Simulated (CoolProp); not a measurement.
Vapour pressure (MPa) of R236FA: the reference equation beside estimates from Tc = 398.1 K, pc = 3.191 MPa, ω = 0.377.

Model: reference Helmholtz-energy equation of state, Pan 2012, in CoolProp.

```json
[
 {"T (K)": "190.5", "reference": "0.0005214", "Lee-Kesler": "0.0005194", "van der Waals": "0.06550", "Soave-Redlich-Kwong": "0.0005360", "Peng-Robinson": "0.0006033"},
 {"T (K)": "210.7", "reference": "0.003124", "Lee-Kesler": "0.003042", "van der Waals": "0.1291", "Soave-Redlich-Kwong": "0.003110", "Peng-Robinson": "0.003344"},
 {"T (K)": "230.9", "reference": "0.01275", "Lee-Kesler": "0.01243", "van der Waals": "0.2274", "Soave-Redlich-Kwong": "0.01258", "Peng-Robinson": "0.01311"},
 {"T (K)": "251", "reference": "0.03930", "Lee-Kesler": "0.03866", "van der Waals": "0.3670", "Soave-Redlich-Kwong": "0.03882", "Peng-Robinson": "0.03957"},
 {"T (K)": "271.2", "reference": "0.09939", "Lee-Kesler": "0.09879", "van der Waals": "0.5563", "Soave-Redlich-Kwong": "0.09877", "Peng-Robinson": "0.09917"},
 {"T (K)": "291.4", "reference": "0.2157", "Lee-Kesler": "0.2161", "van der Waals": "0.8006", "Soave-Redlich-Kwong": "0.2160", "Peng-Robinson": "0.2148"},
 {"T (K)": "311.5", "reference": "0.4156", "Lee-Kesler": "0.4177", "van der Waals": "1.104", "Soave-Redlich-Kwong": "0.4190", "Peng-Robinson": "0.4144"},
 {"T (K)": "331.7", "reference": "0.7346", "Lee-Kesler": "0.7384", "van der Waals": "1.473", "Soave-Redlich-Kwong": "0.7449", "Peng-Robinson": "0.7350"},
 {"T (K)": "351.9", "reference": "1.211", "Lee-Kesler": "1.216", "van der Waals": "1.911", "Soave-Redlich-Kwong": "1.232", "Peng-Robinson": "1.217"},
 {"T (K)": "372", "reference": "1.890", "Lee-Kesler": "1.894", "van der Waals": "2.420", "Soave-Redlich-Kwong": "1.920", "Peng-Robinson": "1.903"}
]
```

Absolute difference from the reference over all 10 rows, mean and median: Lee-Kesler 1.0 and 0.5 %, van der Waals 2009.5 and 365.4 %, Soave-Redlich-Kwong 1.2 and 1.3 %, Peng-Robinson 2.8 and 0.6 %.
